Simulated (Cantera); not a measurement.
A closed system holds: 1 mol BCl₃, 6.9 mol N₂, held at 1523 K and 93.0 Pa.

Cantera equilibrium calculation (NASA polynomials, part measured and part estimated; ideal gas, pure solids and liquids). Candidate condensed phases: B, BN; 10 gas species. The tables' values for BCl₂, BCl are old estimates; treat these amounts as uncertain. Equilibrium is a limit: real reactors are often held back by kinetics, nucleation or transport.

Base state: N₂ 0.870, BCl₃ 0.124, Cl 0.00443, BCl₂ 0.00116, BCl 0.000258 (mole fractions); condensed: BN(s).

Q: What changes in the equilibrium state with this change: BCl₃ replaced by B₂H₆?

A: 
```
species      before     after
----------  -------  --------
N₂            0.870     0.663
H₂                0     0.337
H                 0  0.000440
BCl₃          0.124         0
Cl          0.00443         0
BCl₂        0.00116         0
BN(s), mol  0.00729      2.00
```
The feed counts by its element totals alone.
